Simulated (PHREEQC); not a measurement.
## Alkaline etch or developer (model solution)

Consider water at 25 °C with 0.02 mol/kgw NaOH, 0.0025 mol/kgw K2SiO3 and 5.7e-05 mol/kgw K3PO4. Closed to the air; pH follows from the charge balance.

All values are PHREEQC results (ion-association model, phreeqc.dat), not measurements.

Each row changes one thing in this solution. This is a speciation only: nothing precipitates in the calculation.

```json
[
 {"case": "as made", "pH": "12.27", "ionic strength (mol/kgw)": "0.0257", "H3SiO4- (mol/kgw)": "0.00209", "H2SiO4-2 (mol/kgw)": "0.000407", "PO4-3 (mol/kgw)": "3.69e-5", "HPO4-2 (mol/kgw)": "1.96e-5", "SI of Quartz (SiO2)": "-1.21"},
 {"case": "NaOH from 0.02 to 0.004 mol/kgw", "pH": "(withheld)", "ionic strength (mol/kgw)": "0.00938", "H3SiO4- (mol/kgw)": "(withheld)", "H2SiO4-2 (mol/kgw)": "0.000123", "PO4-3 (mol/kgw)": "1.71e-5", "HPO4-2 (mol/kgw)": "3.94e-5", "SI of Quartz (SiO2)": "-0.62"},
 {"case": "0.037 mol/kgw KOH added", "pH": "12.66", "ionic strength (mol/kgw)": "0.0632", "H3SiO4- (mol/kgw)": "(withheld)", "H2SiO4-2 (mol/kgw)": "0.000906", "PO4-3 (mol/kgw)": "4.92e-5", "HPO4-2 (mol/kgw)": "7.40e-6", "SI of Quartz (SiO2)": "(withheld)"},
 {"case": "diluted 100-fold with water", "pH": "10.35", "ionic strength (mol/kgw)": "0.000252", "H3SiO4- (mol/kgw)": "1.93e-5", "H2SiO4-2 (mol/kgw)": "3.10e-8", "PO4-3 (mol/kgw)": "6.24e-9", "HPO4-2 (mol/kgw)": "(withheld)", "SI of Quartz (SiO2)": "-1.26"},
 {"case": "K2SiO3 replaced by (NH4)2SiF6 at the same molality", "pH": "11.35", "ionic strength (mol/kgw)": "0.0202", "H3SiO4- (mol/kgw)": "0.00238", "H2SiO4-2 (mol/kgw)": "5.35e-5", "PO4-3 (mol/kgw)": "9.61e-6", "HPO4-2 (mol/kgw)": "4.63e-5", "SI of Quartz (SiO2)": "-0.22"}
]
```

**Question.** Fill in the missing entries.

**Answer.** 
- NaOH from 0.02 to 0.004 mol/kgw, pH: 11.76
- NaOH from 0.02 to 0.004 mol/kgw, H3SiO4- (mol/kgw): 0.00235
- 0.037 mol/kgw KOH added, H3SiO4- (mol/kgw): 0.00159
- 0.037 mol/kgw KOH added, SI of Quartz (SiO2): -1.74
- diluted 100-fold with water, HPO4-2 (mol/kgw): 5.63e-7

SiF6-2 is the database's only silicon fluoride.
